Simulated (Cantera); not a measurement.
Equilibrium for chemical vapour transport: B + H2O + N2

Input: 1 mol B, 0.016 mol H2O, 0.14 mol N2, held at 0.130 bar.

Method: chemical equilibrium by Gibbs-energy minimisation in Cantera with the NASA 1993 tables (ideal gas, pure condensed phases). Candidate condensed phases: B, BN, B2O3, B3O3H3, H2O; 39 gas species. N2 is the only nitrogen source here; it is nearly inert below about 1500 K, so the nitride shown seldom forms there in practice. Mutual solubility and eutectic melting of coexisting phases are not modelled. The tables' values for BH2 are old estimates; treat these amounts as uncertain. Kinetics and transport are ignored.

```csv
T (K),x H2,x HBO,x B2O2,x B3O3H3,x B2O3,x HBO2,n B(s),n BN(s),n B2O3(l)
1125,0.998,4.10e-5,4.94e-8,0.00239,5.13e-9,3.18e-7,0.709,0.280,0.00529
1175,0.997,0.000105,2.58e-7,0.00244,3.07e-8,1.00e-6,0.709,0.280,0.00529
1225,0.997,0.000250,1.17e-6,0.00248,1.58e-7,2.87e-6,0.709,0.280,0.00529
1275,0.997,0.000551,4.67e-6,0.00250,7.07e-7,7.51e-6,0.709,0.280,0.00529
1325,0.996,0.00114,1.68e-5,0.00250,2.82e-6,1.82e-5,0.709,0.280,0.00529
1375,0.995,0.00225,5.47e-5,0.00250,1.01e-5,4.13e-5,0.709,0.280,0.00528
1425,0.993,0.00420,0.000164,0.00248,3.30e-5,8.80e-5,0.709,0.280,0.00527
1475,0.989,0.00749,0.000453,0.00245,9.92e-5,0.000177,0.709,0.280,0.00525
1525,0.983,0.0128,0.00117,0.00241,0.000276,0.000340,0.709,0.280,0.00520
1575,0.972,0.0212,0.00283,0.00235,0.000717,0.000623,0.709,0.280,0.00513
1625,0.954,0.0337,0.00648,0.00226,0.00175,0.00109,0.709,0.280,0.00500
```
x: gas mole fraction; n: condensed amount in mol.

From 1125 K to 1625 K the condensed part is B(s) + BN(s) + B2O3(l). The main B-bearing gas is B3O3H3 at 1125 K and HBO at 1625 K.
